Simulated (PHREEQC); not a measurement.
0.017 g of hydrous ferric oxide (600 m²/g; 0.2 weak and 0.005 strong sites per Fe, Dzombak-Morel constants, diffuse double layer) in 1 kg of water with 0.1 mol/kgw of an inert sodium salt and 0.021 mmol/kgw ZnSO4, at 25 °C; the pH is set by adding NaOH or the inert anion's acid. Oxygen alone is held at its pressure in air (log pO2 = -0.68). The system is closed to CO2. Precipitation was switched off in this run.

Base run: PHREEQC, ion-association model, wateq4f.dat. Each further column changes one thing. The table gives Zn sorbed (%).

```tsv
pH	base	no electrostatic term (-no_edl)	background salt from 0.1 to 0.01 mol/kgw	oxide from 0.017 to 0.085 g/kgw	6.6e-05 mol/kgw NaF added
3	0.0	0.0	0.0	0.0	0.0
3.67	0.0	0.0	0.0	0.0	0.0
4.33	0.0	0.0	0.0	0.0	0.0
5	0.1	0.2	0.2	0.6	0.1
5.67	1.4	2.3	1.9	6.7	1.5
6.33	4.8	7.3	5.2	22.2	4.8
7	14.5	33.7	16.0	52.4	14.7
7.67	43.7	75.6	45.3	91.1	43.8
8.33	69.2	91.1	69.0	99.1	69.2
9	76.4	86.5	75.6	99.7	76.4
9.67	73.0	46.1	74.8	99.6	73.0
10.33	66.4	9.0	72.3	99.3	66.4
11	53.8	2.4	66.3	97.5	53.8
```

In at least one series the solution becomes supersaturated in solids that the run did not let form, among them Zn(OH)2-e. The oxide is taken as insoluble; below pH 4 it would dissolve.
